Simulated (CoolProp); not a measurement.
Vapour-liquid equilibrium of propylene (1) + R152A (2) at 0.0812 bar; x and y are mole fractions of (1).

Values from CoolProp's multi-fluid Helmholtz-energy mixture model, Lemmon 2013 and Outcalt 1996; pair parameters Bell 2016.

| x | bubble temperature (°C) | y at the bubble point | dew temperature at overall composition x (°C) | liquid density (mol/L) |
|---|---|---|---|---|
| 0.05 | -76.6 | 0.449 | -69.8 | 16.77 |
| 0.15 | -84.2 | 0.725 | -71.3 | 16.76 |
| 0.25 | -87.4 | 0.806 | -72.9 | 16.65 |
| 0.35 | -88.9 | 0.839 | -74.6 | 16.50 |
| 0.45 | -89.6 | 0.855 | -76.6 | 16.34 |
| 0.55 | -90.0 | 0.864 | -79.0 | 16.19 |
| 0.65 | -90.2 | 0.872 | -81.7 | 16.05 |
| 0.75 | -90.5 | 0.885 | -85.1 | 15.94 |
| 0.85 | -90.8 | 0.908 | -89.4 | 15.84 |
| 0.95 | -91.0 | 0.957 | -91.0 | 15.76 |

No azeotrope shows between x = 0.05 and 0.95.

Pair parameters are fitted to limited data, so mixtures are less certain than the pure fluids. With so large a gap from Raoult's law the liquid may split in two, which this calculation doesn't test in full.
